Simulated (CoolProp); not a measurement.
Vapour-liquid equilibrium of o-xylene (1) + n-nonane (2) at 47.05 °C; x and y are mole fractions of (1).

Computed with CoolProp (multi-fluid Helmholtz-energy mixture model, Zhou 2012 and Lemmon 2006; pair parameters Bell 2016).

| x | bubble pressure, mixture model (bar) | bubble pressure, Raoult's law (bar) | y, mixture model | y, Raoult's law |
|---|---|---|---|---|
| 0.05 | … | 0.02117 | 0.086 | 0.070 |
| 0.125 | 0.02275 | 0.02183 | … | 0.169 |
| 0.2 | 0.02383 | 0.02249 | 0.299 | 0.263 |
| 0.275 | 0.02482 | 0.02315 | … | 0.351 |
| 0.35 | 0.02570 | 0.02381 | … | 0.434 |
| 0.425 | 0.02649 | 0.02447 | … | 0.513 |
| 0.5 | 0.02718 | 0.02513 | 0.593 | 0.587 |
| 0.575 | 0.02779 | 0.02579 | 0.653 | 0.658 |
| 0.65 | … | 0.02645 | … | 0.726 |
| 0.725 | 0.02874 | 0.02711 | 0.767 | 0.790 |
| 0.8 | 0.02908 | 0.02777 | 0.825 | 0.851 |
| 0.875 | 0.02934 | 0.02843 | 0.886 | 0.909 |
| 0.95 | 0.02949 | 0.02908 | 0.952 | 0.964 |

### Question
Fill in the missing entries.

### Answer

- 0.05, bubble pressure, mixture model (bar): 0.02157
- 0.125, y, mixture model: 0.200
- 0.275, y, mixture model: 0.385
- 0.35, y, mixture model: 0.461
- 0.425, y, mixture model: 0.530
- 0.65, bubble pressure, mixture model (bar): 0.02830
- 0.65, y, mixture model: 0.710

The largest gap from Raoult's law is +8.3 % in bubble pressure, at x = 0.425. No azeotrope shows between x = 0.05 and 0.95.

Pair parameters are fitted to limited data, so mixtures are less certain than the pure fluids.
